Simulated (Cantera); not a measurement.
An isothermal, constant-pressure homogeneous reactor starts with N2O : H2 : N2 = 1 : 0.024 : 7 (molar parts), at 1548 K and 0.168 atm. Integrator tolerance rtol = 1e-08.

Detailed kinetics in Cantera: GRI-Mech 3.0 (53 species, 325 reactions). GRI-Mech 3.0 was tuned for natural gas; its chemistry of N2O as a main component is partial and can be far from experiment. The temperature is held fixed by assumption; the heat of reaction is taken as removed at once.

```csv
quantity,before,after
x(N2O) at 40.0 s,2.00e-7 (gas-phase equilibrium 2.39e-8),1.70e-7 (gas-phase equilibrium 5.21e-9)
x(H2) at 40.0 s,1.14e-7 (gas-phase equilibrium 1.01e-7),5.23e-7 (gas-phase equilibrium 4.62e-7)
x(NO) at 40.0 s,0.0237 (gas-phase equilibrium 0.000877),0.0246 (gas-phase equilibrium 0.000877)
x(O) at 40.0 s,3.98e-6 (gas-phase equilibrium 4.44e-6),1.82e-5 (gas-phase equilibrium 2.03e-5)
x(O2) at 40.0 s,0.0455 (gas-phase equilibrium 0.0569),0.0450 (gas-phase equilibrium 0.0569)
x(H2O) at 40.0 s,0.00281 (gas-phase equilibrium 0.00281),0.00280 (gas-phase equilibrium 0.00280)
```

Question: Name the change that produced these shifts.
A) N2 7 to 0.75 parts
B) pressure from 0.168 atm to 0.00799 atm
C) temperature 1548 to 1050 K
D) H2 0.024 to 0.014 parts

Answer: B, pressure from 0.168 atm to 0.00799 atm
